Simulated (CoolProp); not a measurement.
Vapour pressure (MPa) of normal hydrogen: the reference equation beside estimates from Tc = 33.1 K, pc = 1.296 MPa, ω = -0.219. Clausius-Clapeyron is anchored at 26.4 K with a constant enthalpy of vaporisation of 0.7826 kJ/mol.

Model: reference Helmholtz-energy equation of state, Leachman 2009, in CoolProp.

```tsv
T (K)	reference	Clausius-Clapeyron	van der Waals	Redlich-Kwong
26.4	0.4262	0.4262	0.4870	0.3091
26.8	0.4602	0.4495	0.5220	0.3438
27.2	0.4961	0.4733	0.5586	?
27.7	0.5436	0.5038	0.6064	0.4316
28.1	0.5838	0.5288	0.6465	?
28.5	0.6262	0.5542	0.6882	0.5214
28.9	0.6706	0.5802	0.7316	0.5708
29.3	0.7172	0.6065	?	0.6231
29.7	0.7661	0.6333	0.8232	0.6786
30.1	0.8174	0.6606	0.8716	0.7373
30.5	0.8710	0.6882	0.9216	0.7992
30.9	0.9272	0.7163	0.9734	0.8645
31.3	0.9860	0.7447	1.027	0.9332
31.8	1.063	0.7808	1.096	1.024
32.2	1.129	0.8100	1.154	1.101
```

What belongs in the gaps?


- 27.2, Redlich-Kwong: 0.3811
- 28.1, Redlich-Kwong: 0.4751
- 29.3, van der Waals: 0.7766

Absolute difference from the reference over all 15 rows, mean and median: Clausius-Clapeyron 14.9 and 15.4 %, van der Waals 8.3 and 8.3 %, Redlich-Kwong 13.8 and 13.1 %.
